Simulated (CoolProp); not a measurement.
A Linde-Hampson liquefier for ethane: isothermal reversible compression at 320 K from 1 atm to 10 MPa, throttling to 1 atm, return gas leaving the recuperator 10 K below the feed. Each further row changes one setting.

Values from CoolProp's reference Helmholtz-energy equation of state, Bücker 2006.

| case | liquid yield per pass | compression work (kJ/kg of gas) |
|---|---|---|
| as stated | [?] | 338 |
| high pressure 20 MPa | [?] | [?] |
| warm-end temperature 350 K | [?] | [?] |
| warm-end gap 15 K | [?] | 338 |

Q: Fill in the missing entries.

A: 
- as stated, liquid yield per pass: 0.418
- high pressure 20 MPa, liquid yield per pass: 0.451
- high pressure 20 MPa, compression work (kJ/kg of gas): 366
- warm-end temperature 350 K, liquid yield per pass: 0.270
- warm-end temperature 350 K, compression work (kJ/kg of gas): 395
- warm-end gap 15 K, liquid yield per pass: 0.410
